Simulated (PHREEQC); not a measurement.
Make-up at 25 °C: 58 mmol/kgw NiSO4, 0.79 mmol/kgw MgSO4, 1.1 mmol/kgw HCl and 0.19 mmol/kgw Na2SO4. Closed to the air; pH follows from the charge balance.

Computed with PHREEQC (ion-association model, wateq4f.dat).

No solid was allowed to form.

**Question.** What pH, ionic strength does the model give?

**Answer.** pH 3.39; ionic strength 0.136 mol/kgw.

**Question.** In which forms is Mg present?

**Answer.** Mg+2 51 %, MgSO4 49 % of the Mg.
